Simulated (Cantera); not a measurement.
A perfectly stirred reactor is fed with H2 : O2 = 0.017 : 1 (molar parts), equivalence ratio 0.0085, at 0.0132 atm; it is held at 1075 K, and followed from long to short residence time.

Cantera simulation using the H2/O2 subset of GRI-Mech 3.0, which has no nitrogen chemistry; the numbers are that mechanism's predictions, not measurements. Radical loss at walls, strong at low pressure, is not modelled.

Q: What does this change do: 0.017 parts H2O added?

A: 
```csv
quantity,before,after
x(H2) at τ = 3.90 s,5.90e-5,6.16e-5
x(O2) at τ = 3.90 s,0.982,0.966
x(HO2) at τ = 3.90 s,6.91e-7,8.34e-7
x(H) at τ = 3.90 s,2.07e-5,1.76e-5
x(OH) at τ = 3.90 s,0.000207,0.000239
x(H2) at τ = 62.0 ms,0.000644,0.000694
x(O2) at τ = 62.0 ms,0.977,0.961
x(HO2) at τ = 62.0 ms,2.36e-6,2.88e-6
x(H) at τ = 62.0 ms,0.000730,0.000672
x(OH) at τ = 62.0 ms,0.000855,0.000930
```

Q: What does this change do: pressure from 0.0132 atm to 0.0263 atm?

A: 
```tsv
quantity	before	after
x(H2) at τ = 3.90 s	5.90e-5	5.09e-5
x(O2) at τ = 3.90 s	0.982	0.983
x(HO2) at τ = 3.90 s	6.91e-7	8.13e-7
x(H) at τ = 3.90 s	2.07e-5	5.32e-6
x(OH) at τ = 3.90 s	0.000207	0.000130
x(H2) at τ = 62.0 ms	0.000644	0.000516
x(O2) at τ = 62.0 ms	0.977	0.980
x(HO2) at τ = 62.0 ms	2.36e-6	3.56e-6
x(H) at τ = 62.0 ms	0.000730	0.000260
x(OH) at τ = 62.0 ms	0.000855	0.000590
```

Q: What does this change do: O2 1 to 0.17 parts?

A: 
```
quantity                 before     after
---------------------  --------  --------
x(H2) at τ = 3.90 s     5.90e-5  0.000198
x(O2) at τ = 3.90 s       0.982     0.904
x(HO2) at τ = 3.90 s    6.91e-7   2.40e-6
x(H) at τ = 3.90 s      2.07e-5   6.92e-5
x(OH) at τ = 3.90 s    0.000207  0.000521
x(H2) at τ = 62.0 ms   0.000644   0.00226
x(O2) at τ = 62.0 ms      0.977     0.892
x(HO2) at τ = 62.0 ms   2.36e-6   6.90e-6
x(H) at τ = 62.0 ms    0.000730   0.00362
x(OH) at τ = 62.0 ms   0.000855   0.00219
```
The temperature is held fixed by assumption; the heat of reaction is taken as removed at once.
